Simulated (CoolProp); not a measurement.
Computed with CoolProp (reference Helmholtz-energy equation of state, Lemmon 2013).

For propylene, give the phase and the cp (kJ/(kg K)), viscosity (µPa s) at -8.35 °C and 0.465 bar; -8.35 °C and 4.65 bar; -8.35 °C and 68.3 bar.


- -8.35 °C and 0.465 bar: gas; cp 1.42, viscosity 7.57
- -8.35 °C and 4.65 bar: liquid; cp 2.38, viscosity 130
- -8.35 °C and 68.3 bar: liquid; cp 2.32, viscosity 140

Viscosity comes from a separate model (Huber 2003), an estimate that may be off by 10 % or more.
